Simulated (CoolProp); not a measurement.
The fluid at 445.67 K and 1.55 MPa is throttled through a valve to 0.626 MPa with no heat exchange. The same conditions are run with several fluids, on thermodynamics alone (safety and materials aside).

Model: reference Helmholtz-energy equation of state of each fluid (carbon dioxide: Span 1996; isobutane: Bücker 2006; isobutene: Lemmon 2005; R245ca: Zhou 2016; the fluoroketone C6F12O (FK-5-1-12): McLinden 2015), in CoolProp.

### Question
Rank carbon dioxide, isobutane, isobutene, R245ca, the fluoroketone C6F12O (FK-5-1-12) by temperature change (K), highest first.

### Answer
carbon dioxide (-3.8), isobutane (-6.6), isobutene (-7.4), R245ca (-8.4), the fluoroketone C6F12O (FK-5-1-12) (-11.9)

```csv
fluid,final density (kg/m³)
carbon dioxide,7.56
isobutane,10.5
isobutene,10.1
R245ca,24.6
the fluoroketone C6F12O (FK-5-1-12),63.6
```
